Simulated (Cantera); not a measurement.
**Diamond growth**

A diamond (100) surface in a fixed gas of H2 with x(CH4) = 0.0021, x(H) = 0.00031, x(CH3) = 0.00042, at 1225 K; coverages are run to steady state.

Computed with Cantera and the Harris–Goodwin 1993 mechanism for the reconstructed diamond (100) surface.

| P (Pa) | growth (µm/h) | θ c6HH | θ c6H* | θ c6*H | θ c6** | θ c6HM |
|---|---|---|---|---|---|---|
| 400 | 0.0318 | 0.509 | 0.0359 | 0.438 | 0.0127 | 0.000232 |
| 760 | 0.0772 | 0.509 | 0.0358 | 0.437 | 0.0124 | 0.000455 |
| 1400 | 0.169 | 0.509 | 0.0358 | 0.437 | 0.0122 | 0.000856 |
| 2800 | 0.401 | 0.508 | 0.0357 | 0.436 | 0.0121 | 0.00173 |
| 5300 | 0.900 | 0.506 | 0.0356 | 0.434 | 0.0120 | 0.00327 |
| 10000 | 2.11 | 0.504 | 0.0354 | 0.432 | 0.0118 | 0.00609 |
| 19000 | 5.37 | 0.500 | 0.0351 | 0.428 | 0.0117 | 0.0112 |
| 36000 | 14.5 | 0.493 | 0.0346 | 0.421 | 0.0115 | 0.0200 |
θ: site fractions in the mechanism's names (c6HH fully hydrogenated, c6H* and c6*H radical sites, c6** diradical, c6HM methylated).
